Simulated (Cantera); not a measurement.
A perfectly stirred reactor is fed with NO : N2 = 1 : 4.1 (molar parts), at 0.680 bar; it is held at 2125 K, and followed from long to short residence time.

Model: GRI-Mech 3.0 (53 species, 325 reactions), integrated in Cantera.

**Question.** Predict: x(NO) at τ = 8.60 s; x(N2O) at τ = 8.60 s; x(N2) at τ = 8.60 s; x(O2) at τ = 8.60 s; x(O) at τ = 8.60 s; x(NO) at τ = 0.110 s; x(N2O) at τ = 0.110 s; x(N2) at τ = 0.110 s; x(O2) at τ = 0.110 s; x(O) at τ = 0.110 s.

**Answer.** 
| Property | Result |
|---|---|
| x(NO) at τ = 8.60 s | 0.0188 |
| x(N2O) at τ = 8.60 s | 4.95e-7 |
| x(N2) at τ = 8.60 s | 0.892 |
| x(O2) at τ = 8.60 s | 0.0883 |
| x(O) at τ = 8.60 s | 0.000600 |
| x(NO) at τ = 0.110 s | 0.167 |
| x(N2O) at τ = 0.110 s | 1.37e-5 |
| x(N2) at τ = 0.110 s | 0.818 |
| x(O2) at τ = 0.110 s | 0.0143 |
| x(O) at τ = 0.110 s | 0.000273 |
